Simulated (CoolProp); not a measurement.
The numbers come from the reference Helmholtz-energy equation of state, Lemmon 2006 in CoolProp. It is a short technical equation, of lower accuracy than the large ones.

Question: For nitrous oxide, give the phase and the cv (kJ/(kg K)), Joule-Thomson coefficient (K/MPa) at 414.3 K and 0.906 MPa; 414.3 K and 1.81 MPa.

Answer: 
- 414.3 K and 0.906 MPa: gas; cv 0.796, Joule-Thomson coefficient 5.17
- 414.3 K and 1.81 MPa: gas; cv 0.802, Joule-Thomson coefficient 5.14
